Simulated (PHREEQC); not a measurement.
A made-up water analysis in mg/L, 10 °C, pH 6.71, pe 12.4:

```
constituent            mg/L
------------------  -------
Na                     1.52
K                      1.42
Ca                    0.611
Mg                    0.773
Cl                     2.51
S(6) as SO4            4.57
Alkalinity as HCO3     1.71
B                    0.0635
Cd                  0.00238
N(5) as NO3          0.0654
```

Cl is adjusted to close the charge balance.
Valence states are taken as typed.

The numbers come from PHREEQC with the ion-association model, phreeqc.dat.

Each row changes one thing in this solution. This is a speciation only: nothing precipitates in the calculation.

```tsv
case	HCO3- (mol/kgw)	CO2 (mol/kgw)	MgSO4 (mol/kgw)	CaSO4 (mol/kgw)	H2BO3- (mol/kgw)	NaSO4- (mol/kgw)	SI of Otavite (CdCO3)	SI of Gypsum (CaSO4:2H2O)
as made	2.82e-5	1.57e-5	2.00e-7	9.71e-8	1.32e-8	1.31e-8	-3.95	-4.62
all concentrations times 4 at the same typed pH	0.000112	6.12e-5	2.69e-6	1.30e-6	5.38e-8	1.93e-7	-2.81	-3.49
temperature from 10 to 35 °C at the same typed pH	2.81e-5	1.10e-5	3.79e-7	1.16e-7	2.10e-8	1.53e-8	-3.72	-4.63
Na from 1.52 to 4.56 mg/L	2.82e-5	1.56e-5	1.94e-7	9.42e-8	1.33e-8	3.88e-8	-3.96	-4.63
pH from 6.71 to 6.21 at the same alkalinity	2.86e-5	5.03e-5	2.00e-7	9.71e-8	4.19e-9	1.31e-8	-4.45	-4.62
```

Away from 25 °C the constants follow the database's enthalpies or fits; those with neither stay at their 25 °C values.
